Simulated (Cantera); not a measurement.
Feed: 1 mol HgO, 3.4 mol N2, held at 10000 Pa.

Cantera equilibrium calculation (NASA polynomials, part measured and part estimated; ideal gas, pure solids and liquids). Candidate condensed phases: Hg, HgO; 10 gas species. Equilibrium is a limit: real reactors are often held back by kinetics, nucleation or transport.

Which condensed phases are stable at each of these points (T (K)): 525, 575, 625, 675, 725, 775, 825, 875, 925, 975?


| T (K) | condensed phases | Hg condensed (%) |
|---|---|---|
| 525 | HgO(s) | 94.8 |
| 575 | HgO(s) | 56.4 |
| 625 | gas only | 0.0 |
| 675 | gas only | 0.0 |
| 725 | gas only | 0.0 |
| 775 | gas only | 0.0 |
| 825 | gas only | 0.0 |
| 875 | gas only | 0.0 |
| 925 | gas only | 0.0 |
| 975 | gas only | 0.0 |

From 525 K to 575 K the condensed part is HgO(s). From 625 K to 975 K nothing is condensed.
